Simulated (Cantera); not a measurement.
Input: 1 mol SiH2Cl2, 0.24 mol HCl, a varied amount of N2, held at 1448 K and 0.260 bar.

Method: chemical equilibrium by Gibbs-energy minimisation in Cantera with the NASA 1993 tables (ideal gas, pure condensed phases). Candidate condensed phases: NH4Cl, Si, Si3N4; 28 gas species. N2 is the only nitrogen source here; it is nearly inert below about 1500 K, so the nitride shown seldom forms there in practice. The tables' values for SiCl3 are old estimates; treat these amounts as uncertain. Equilibrium is a limit: real reactors are often held back by kinetics, nucleation or transport.

x: gas mole fraction; n: condensed amount in mol.

| n(N2) (mol) | x N2 | x HCl | x H2 | x SiCl4 | x SiCl3 | x SiCl2 | n Si3N4(s) |
|---|---|---|---|---|---|---|---|
| 9.4 | 0.812 | 0.131 | 0.0367 | 0.0145 | 0.00321 | 0.00262 | 0.258 |
| 13 | 0.858 | 0.102 | 0.0261 | 0.0100 | 0.00242 | 0.00214 | 0.261 |
| 18 | 0.893 | [?] | [?] | [?] | 0.00180 | [?] | 0.265 |
| 25 | 0.921 | 0.0589 | 0.0127 | 0.00459 | 0.00133 | 0.00141 | 0.268 |
| 34 | 0.941 | 0.0451 | 0.00893 | 0.00312 | 0.000990 | 0.00116 | 0.270 |
| 48 | 0.957 | 0.0331 | 0.00600 | 0.00200 | 0.000707 | 0.000919 | 0.273 |
| 66 | 0.968 | 0.0248 | 0.00415 | 0.00131 | 0.000514 | 0.000741 | 0.275 |
| 91 | 0.977 | [?] | [?] | [?] | 0.000369 | [?] | 0.277 |
| 130 | 0.984 | 0.0133 | 0.00188 | 0.000513 | 0.000254 | 0.000462 | 0.279 |
| 170 | 0.987 | 0.0103 | 0.00137 | 0.000350 | 0.000190 | 0.000381 | 0.280 |

Question: Fill in the missing entries.

Answer: 
- 91, x HCl: 0.0185
- 91, x H2: 0.00285
- 91, x SiCl4: 0.000845
- 91, x SiCl2: 0.000594
- 18, x HCl: 0.0778
- 18, x H2: 0.0183
- 18, x SiCl4: 0.00685
- 18, x SiCl2: 0.00174
